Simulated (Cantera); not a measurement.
**Thermodynamics of fluorocarbon and chlorocarbon gases, feed CH₃F + CH₄**

Feed: 1 mol CH₃F, 0.043 mol CH₄, equilibrated at 100 Torr.

These are equilibrium values from Cantera (NASA tables, ideal gas, pure condensed phases), not measurements of a reactor. Candidate condensed phases: C, C₆H₆, C₇H₈, C₈H₁₈; 95 gas species. Kinetics and transport are ignored.

From 1773 K to 3123 K the condensed part is C(graphite). The main C-bearing gas is C₂H₂ (acetylene) throughout. The share of C in condensed phases is highest at 1773 K (100.0 %) and lowest at 3123 K (78.7 %).

```csv
T (K),x H₂,x HF,x H,x C₂H₂ (acetylene),x C₃,x C₂H,n C(graphite)
1773,0.520,0.479,0.000562,7.28e-5,<1e-12,6.14e-10,1.04
1923,0.519,0.479,0.00186,0.000234,2.89e-11,1.20e-8,1.04
2073,0.516,0.478,0.00517,0.000632,1.18e-9,1.51e-7,1.04
2223,0.510,0.476,0.0125,0.00148,2.87e-8,1.34e-6,1.04
2373,0.497,0.473,0.0270,0.00306,4.63e-7,8.96e-6,1.03
2523,0.475,0.467,0.0525,0.00566,5.31e-6,4.71e-5,1.02
2673,0.440,0.457,0.0931,0.00941,4.60e-5,0.000201,1.000
2823,0.390,0.442,0.152,0.0141,0.000314,0.000716,0.971
2973,0.326,0.421,0.227,0.0187,0.00175,0.00216,0.924
3123,0.252,0.393,0.312,0.0221,0.00823,0.00556,0.821
```
x: gas mole fraction; n: condensed amount in mol.
